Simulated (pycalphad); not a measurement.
An equivalent pycalphad script:

```python
from pycalphad import Database, equilibrium, calculate, variables as v
import numpy as np
db = Database('COST507.tdb')
comps = ['TI', 'AL', 'C', 'VA']
phases = ['AL11TI5', 'AL2TI', 'AL3M_D022', 'AL4C3', 'ALM_D019', 'ALTI', 'BCC_A2', 'FCC_A1', 'GRAPHITE', 'HCP_A3', 'LIQUID']
eq = equilibrium(db, comps, phases, {v.X('AL'): 0.0046, v.X('C'): 0.0095, v.T: np.arange(2850, 499, -100), v.P: 101325, v.N: 1}, output=['HM', 'SM'])
```

CALPHAD calculation (pycalphad, COST 507 light-alloy database (1999)), 1 atm. No gas phase is included, though pure Al would boil below 2577 °C. The database dates from 1999; later assessments differ in places, in temperatures and in the compounds included. The system is extrapolated from its subsystems; higher-order compounds may be missing. Amounts are mole fractions of atoms. Kinetics are ignored, which matters at the lower temperatures.

Results at three of the temperatures:

```
T = 2750.00 K, P = 101325 Pa, N = 1 mol of atoms
G = -209055 J/mol, H = 105522 J/mol, S = 114.39 J/(mol K)  (SER reference)
chemical potentials (J/mol): Ti -206830, Al -322595, C -385000
phase             fraction      x(Ti)      x(Al)       x(C)
LIQUID              1.0000     0.9859     0.0046     0.0095
```

```
T = 1450.00 K, P = 101325 Pa, N = 1 mol of atoms
G = -80428 J/mol, H = 36783 J/mol, S = 80.84 J/(mol K)  (SER reference)
chemical potentials (J/mol): Ti -78349, Al -189381, C -243415
phase             fraction      x(Ti)      x(Al)       x(C)
BCC_A2              1.0000     0.9859     0.0046     0.0095
```

```
T = 1250.00 K, P = 101325 Pa, N = 1 mol of atoms
G = -64733 J/mol, H = 30309 J/mol, S = 76.03 J/(mol K)  (SER reference)
chemical potentials (J/mol): Ti -62545, Al -173764, C -239031
phase             fraction      x(Ti)      x(Al)       x(C)
BCC_A2              0.9856     0.9907     0.0047     0.0046
FCC_A1              0.0144     0.6569   2.41e-12     0.3431
```

Changes of the phase set, refined by bisection:

```json
[
 {"T (°C)": "1665.7", "phases above": "LIQUID", "phases below": "BCC_A2 + LIQUID"},
 {"T (°C)": "1664.5", "phases above": "BCC_A2 + LIQUID", "phases below": "BCC_A2"},
 {"T (°C)": "1169.3", "phases above": "BCC_A2", "phases below": "BCC_A2 + FCC_A1"},
 {"T (°C)": "915.2", "phases above": "BCC_A2 + FCC_A1", "phases below": "BCC_A2 + FCC_A1 + HCP_A3"},
 {"T (°C)": "915.1", "phases above": "BCC_A2 + FCC_A1 + HCP_A3", "phases below": "BCC_A2 + HCP_A3"},
 {"T (°C)": "907.0", "phases above": "BCC_A2 + HCP_A3", "phases below": "HCP_A3"},
 {"T (°C)": "818.8", "phases above": "HCP_A3", "phases below": "FCC_A1 + HCP_A3"}
]
```

FCC_A1 is fcc; BCC_A2 is bcc; HCP_A3 is hcp. The fcc model also describes the rock-salt carbide or nitride (TiC, TiN, HfC).
